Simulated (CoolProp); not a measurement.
The fluid at 298.15 K and 6.07 MPa is throttled through a valve to 1.02 MPa with no heat exchange. The same conditions are run with several fluids, on thermodynamics alone (safety and materials aside).

Computed with CoolProp (reference Helmholtz-energy equation of state of each fluid (CH3F (R41): Lemmon 2006; R141b: Lemmon 2006; R123: Younglove 1994; R507A: Lemmon 2003; chlorine: Thol 2021)). Blends and air are pseudo-pure fits.

```tsv
fluid	temperature change (K)	final phase	final density (kg/m³)
CH3F (R41)	-48.4	two-phase, vapour fraction 0.310	61.9
R141b	+1.9	liquid	1230
R123	+1.7	liquid	1460
R507A	-8.4	two-phase, vapour fraction 0.078	435
chlorine	+1.3	liquid	1390
```
